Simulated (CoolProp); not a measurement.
Computed with CoolProp (reference Helmholtz-energy equation of state, Lemmon 2006). It is a short technical equation, of lower accuracy than the large ones.

Problem. For toluene, give the phase and the cv (kJ/(kg K)) at 620 K and 6.35 MPa; 620 K and 28.6 MPa; 620 K and 34.9 MPa.

Solution. 
- 620 K and 6.35 MPa: supercritical; cv 2.26
- 620 K and 28.6 MPa: supercritical; cv 2.19
- 620 K and 34.9 MPa: supercritical; cv 2.19
